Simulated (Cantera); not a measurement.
What does this Cantera script print?

```python
import numpy as np
import cantera as ct

surf = ct.Interface("ptcombust.yaml", "Pt_surf")
gas = surf.adjacent["gas"]
gas.TPX = 1148, 27000, {'CH4': 0.0023, 'O2': 0.067, 'N2': 0.79}
surf.TP = 1148, 27000
reactor = ct.FlowReactor(gas, clone=False)
reactor.area = 0.0001  # m2
reactor.surface_area_to_volume_ratio = 10000  # 1/m
reactor.mass_flow_rate = 3.4 * reactor.area * gas.density  # inlet velocity 3.4 m/s
reactor.energy_enabled = False
wall = ct.ReactorSurface(surf, reactor, clone=False)
net = ct.ReactorNet([reactor])
net.rtol, net.atol = 1e-8, 1e-16
show, cover = ['CH4', 'O2', 'H2O', 'CO2', 'CO'], ['PT(S)', 'H(S)', 'O(S)', 'OH(S)', 'CO(S)', 'C(S)']

rows = []
print(f"{'z/m':>9s}{'u/(m/s)':>9s}" + "".join(f"{s:>13s}" for s in show + cover))
for z in [3.1e-05, 5.4e-05, 9.7e-05, 0.00017, 0.00031, 0.00054, 0.00097, 0.0017, 0.0031]:
    net.advance(z)
    rows.append([reactor.speed, *gas[show].X, *surf[cover].coverages])
    print(f"{z:9.4g}{rows[-1][0]:9.3g}" + "".join(f"{x:13.4e}" for x in rows[-1][1:]))
```

Output:

```
      z/m  u/(m/s)          CH4           O2          H2O          CO2           CO        PT(S)         H(S)         O(S)        OH(S)        CO(S)         C(S)
  3.1e-05      3.4   2.5470e-03   7.7713e-02   2.5909e-04   1.2612e-04   3.4621e-06   4.6991e-01   2.3362e-07   5.2995e-01   1.4157e-04   1.6381e-06   1.9668e-08
  5.4e-05      3.4   2.4549e-03   7.7529e-02   4.4332e-04   2.1836e-04   3.3426e-06   4.7001e-01   2.8560e-07   5.2982e-01   1.7304e-04   1.5804e-06   1.8971e-08
  9.7e-05      3.4   2.2913e-03   7.7201e-02   7.7031e-04   3.8208e-04   3.1217e-06   4.7019e-01   3.5996e-07   5.2959e-01   2.1799e-04   1.4771e-06   1.7731e-08
  0.00017      3.4   2.0380e-03   7.6695e-02   1.2769e-03   6.3571e-04   2.7789e-06   4.7049e-01   4.5192e-07   5.2923e-01   2.7339e-04   1.3166e-06   1.5804e-08
  0.00031      3.4   1.6270e-03   7.5873e-02   2.0985e-03   1.0471e-03   2.2217e-06   4.7099e-01   5.7108e-07   5.2866e-01   3.4481e-04   1.0548e-06   1.2662e-08
  0.00054      3.4   1.1227e-03   7.4864e-02   3.1068e-03   1.5519e-03   1.5357e-06   4.7163e-01   6.9076e-07   5.2796e-01   4.1603e-04   7.3106e-07   8.7756e-09
  0.00097      3.4   5.5968e-04   7.3738e-02   4.2323e-03   2.1153e-03   7.6712e-07   4.7235e-01   8.0475e-07   5.2717e-01   4.8329e-04   3.6629e-07   4.3968e-09
   0.0017      3.4   1.7104e-04   7.2961e-02   5.0093e-03   2.5043e-03   2.3479e-07   4.7286e-01   8.7551e-07   5.2662e-01   5.2471e-04   1.1234e-07   1.3485e-09
   0.0031      3.4   1.7544e-05   7.2654e-02   5.3162e-03   2.6579e-03   2.4131e-08   4.7306e-01   9.0208e-07   5.2640e-01   5.4019e-04   1.1542e-08   1.3851e-10
```

Computed with Cantera and Deutschmann's 1995 Pt surface mechanism with GRI-Mech 3.0 gas chemistry. Catalytic surfaces can have several steady states; this one follows from the mechanism file's or the stated starting coverage. Mass transfer to the wall is taken as infinitely fast.
